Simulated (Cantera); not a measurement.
Mixture: CH4 : CO : O2 : N2 : H2O = 1 : 1.1 : 4.11 : 15.5 : 4.5 (molar parts), at 6.10 bar, adiabatic and at constant pressure. Ignition delay is the time to a rise of 400 K.

Cantera simulation using GRI-Mech 3.0 (53 species, 325 reactions); the numbers are that mechanism's predictions, not measurements.

Q: What does this change do: constant volume in place of constant pressure?

A: 
```tsv
quantity	before	after
delay at 1100 K	45.2 ms	43.6 ms
delay at 1250 K	4.85 ms	4.64 ms
delay at 1400 K	0.799 ms	0.761 ms
delay at 1550 K	0.174 ms	0.165 ms
delay at 1700 K	47.8 µs	45.2 µs
apparent activation energy between 1625 and 1775 K	190 kJ/mol	190 kJ/mol
```

Q: What does this change do: 0.029 parts C2H6 added?

A: 
```
quantity                                                before       after
--------------------------------------------------  ----------  ----------
delay at 1100 K                                        45.2 ms     26.5 ms
delay at 1250 K                                        4.85 ms     2.86 ms
delay at 1400 K                                       0.799 ms    0.481 ms
delay at 1550 K                                       0.174 ms    0.108 ms
delay at 1700 K                                        47.8 µs     30.9 µs
apparent activation energy between 1625 and 1775 K  190 kJ/mol  180 kJ/mol
```
